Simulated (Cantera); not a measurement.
A closed system holds: 1 mol SF6, 2.8 mol O2, 35 mol N2, held at 7.50 Torr.

These are equilibrium values from Cantera (NASA tables, ideal gas, pure condensed phases), not measurements of a reactor. Candidate condensed phases: S; 35 gas species. The numbers say what is thermodynamically allowed, not how fast it happens.

Problem. At 2948 K, list the 4 most abundant gas species with their mole fractions, and the condensed phases.

Solution. N2 0.749, F 0.129, O 0.0840, S 0.0108. Condensed: gas only.
